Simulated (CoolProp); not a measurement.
Properties of o-xylene along the isobar 17 MPa (Tc = 630.3 K, pc = 3.737 MPa, ω = 0.312).

Values from CoolProp's reference Helmholtz-energy equation of state, Zhou 2012.

```json
[
 {"T (K)": "344.5", "phase": "liquid", "density (kg/m³)": "850.8", "Prandtl number": "7.78"},
 {"T (K)": "362.9", "phase": "liquid", "density (kg/m³)": "836.2", "Prandtl number": "7.04"},
 {"T (K)": "381.3", "phase": "liquid", "density (kg/m³)": "821.5", "Prandtl number": "6.48"},
 {"T (K)": "399.6", "phase": "liquid", "density (kg/m³)": "806.7", "Prandtl number": "6.05"},
 {"T (K)": "418", "phase": "liquid", "density (kg/m³)": "791.7", "Prandtl number": "5.71"},
 {"T (K)": "436.4", "phase": "liquid", "density (kg/m³)": "776.4", "Prandtl number": "5.43"},
 {"T (K)": "454.7", "phase": "liquid", "density (kg/m³)": "761.0", "Prandtl number": "5.20"},
 {"T (K)": "473.1", "phase": "liquid", "density (kg/m³)": "745.2", "Prandtl number": "5.01"},
 {"T (K)": "491.4", "phase": "liquid", "density (kg/m³)": "729.2", "Prandtl number": "4.83"},
 {"T (K)": "509.8", "phase": "liquid", "density (kg/m³)": "712.7", "Prandtl number": "4.67"},
 {"T (K)": "528.2", "phase": "liquid", "density (kg/m³)": "695.7", "Prandtl number": "4.51"},
 {"T (K)": "546.5", "phase": "liquid", "density (kg/m³)": "678.4", "Prandtl number": "4.35"},
 {"T (K)": "564.9", "phase": "liquid", "density (kg/m³)": "660.4", "Prandtl number": "4.18"},
 {"T (K)": "583.3", "phase": "liquid", "density (kg/m³)": "641.8", "Prandtl number": "4.00"},
 {"T (K)": "601.6", "phase": "liquid", "density (kg/m³)": "622.6", "Prandtl number": "3.81"},
 {"T (K)": "620", "phase": "liquid", "density (kg/m³)": "602.5", "Prandtl number": "3.60"}
]
```

Viscosity comes from a separate model (Cao 2016). Thermal conductivity comes from a separate model (Mylona 2014).
